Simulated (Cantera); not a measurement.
Charge: 1 mol CsOH, 0.43 mol O₂, held at 777 °C and 0.100 bar.

These are equilibrium values from Cantera (NASA tables, ideal gas, pure condensed phases), not measurements of a reactor. Candidate condensed phases: Cs, CsOH, H₂O; 15 gas species. The numbers say what is thermodynamically allowed, not how fast it happens.

Base state: CsOH 0.600, O₂ 0.324, Cs₂(OH)₂ 0.0766, Cs 3.81e-5, H₂O 2.34e-5 (mole fractions); condensed: gas only.

Problem. What changes in the equilibrium state with this change: O₂ from 0.43 to 13 mol?

Solution. 
```json
[
 {"species": "O₂", "before": "0.324", "after": "0.930"},
 {"species": "CsOH", "before": "0.600", "after": "0.0694"},
 {"species": "Cs₂(OH)₂", "before": "0.0766", "after": "0.00103"},
 {"species": "H₂O", "before": "2.34e-5", "after": "4.49e-6"},
 {"species": "Cs", "before": "3.81e-5", "after": "7.73e-6"}
]
```
